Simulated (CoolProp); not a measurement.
Vapour-liquid equilibrium of n-butane (1) + R113 (2) at -25.45 °C; x and y are mole fractions of (1).

Model: multi-fluid Helmholtz-energy mixture model, Bücker 2006 and Marx 1992; pair parameters Bell 2016, in CoolProp.

```json
[
 {"x": "0.05", "bubble pressure, mixture model (MPa)": "0.006118", "bubble pressure, Raoult's law (MPa)": "0.005325", "y, mixture model": "0.415", "y, Raoult's law": "0.330"},
 {"x": "0.125", "bubble pressure, mixture model (MPa)": "0.009382", "bubble pressure, Raoult's law (MPa)": "0.007680", "y, mixture model": "0.646", "y, Raoult's law": "0.572"},
 {"x": "0.2", "bubble pressure, mixture model (MPa)": "0.01234", "bubble pressure, Raoult's law (MPa)": "0.01003", "y, mixture model": "0.751", "y, Raoult's law": "0.701"},
 {"x": "0.275", "bubble pressure, mixture model (MPa)": "0.01502", "bubble pressure, Raoult's law (MPa)": "0.01239", "y, mixture model": "0.812", "y, Raoult's law": "0.780"},
 {"x": "0.35", "bubble pressure, mixture model (MPa)": "0.01748", "bubble pressure, Raoult's law (MPa)": "0.01474", "y, mixture model": "0.852", "y, Raoult's law": "0.834"},
 {"x": "0.425", "bubble pressure, mixture model (MPa)": "0.01974", "bubble pressure, Raoult's law (MPa)": "0.01710", "y, mixture model": "0.881", "y, Raoult's law": "0.874"},
 {"x": "0.5", "bubble pressure, mixture model (MPa)": "0.02186", "bubble pressure, Raoult's law (MPa)": "0.01945", "y, mixture model": "0.903", "y, Raoult's law": "0.903"},
 {"x": "0.575", "bubble pressure, mixture model (MPa)": "0.02387", "bubble pressure, Raoult's law (MPa)": "0.02181", "y, mixture model": "0.921", "y, Raoult's law": "0.927"},
 {"x": "0.65", "bubble pressure, mixture model (MPa)": "0.02582", "bubble pressure, Raoult's law (MPa)": "0.02416", "y, mixture model": "0.937", "y, Raoult's law": "0.946"},
 {"x": "0.725", "bubble pressure, mixture model (MPa)": "0.02774", "bubble pressure, Raoult's law (MPa)": "0.02652", "y, mixture model": "0.952", "y, Raoult's law": "0.961"},
 {"x": "0.8", "bubble pressure, mixture model (MPa)": "0.02967", "bubble pressure, Raoult's law (MPa)": "0.02887", "y, mixture model": "0.965", "y, Raoult's law": "0.974"},
 {"x": "0.875", "bubble pressure, mixture model (MPa)": "0.03165", "bubble pressure, Raoult's law (MPa)": "0.03123", "y, mixture model": "0.978", "y, Raoult's law": "0.985"},
 {"x": "0.95", "bubble pressure, mixture model (MPa)": "0.03371", "bubble pressure, Raoult's law (MPa)": "0.03358", "y, mixture model": "0.991", "y, Raoult's law": "0.994"}
]
```

The largest gap from Raoult's law is +23.0 % in bubble pressure, at x = 0.2. No azeotrope shows between x = 0.05 and 0.95.

Pair parameters are fitted to limited data, so mixtures are less certain than the pure fluids.
